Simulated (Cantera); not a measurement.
Charge: 1 mol SiHCl3, 79 mol N2, at 1150 °C and 0.0750 bar.

Method: chemical equilibrium by Gibbs-energy minimisation in Cantera with the NASA 1993 tables (ideal gas, pure condensed phases). Candidate condensed phases: NH4Cl, Si, Si3N4; 28 gas species. N2 is the only nitrogen source here; it is nearly inert below about 1500 K, so the nitride shown seldom forms there in practice. The tables' values for SiCl3 are old estimates; treat these amounts as uncertain. Equilibrium is a limit: real reactors are often held back by kinetics, nucleation or transport.

Base state: N2 0.980, HCl 0.0116, SiCl4 0.00403, SiCl2 0.00244, SiCl3 0.00157, H2 0.000426, SiHCl3 1.15e-5, Cl 1.11e-5 (mole fractions); condensed: Si3N4(s).

What changes in the equilibrium state with this change: temperature from 1150 °C to 702 °C?


```
species          before     after
-------------  --------  --------
N2                0.980     0.982
HCl              0.0116    0.0113
SiCl4           0.00403   0.00653
SiCl2           0.00244   5.89e-8
Cl              1.11e-5   1.82e-9
SiCl3           0.00157   3.68e-6
SiHCl3          1.15e-5   1.97e-6
H2             0.000426  0.000594
Si3N4(s), mol     0.118     0.159
```
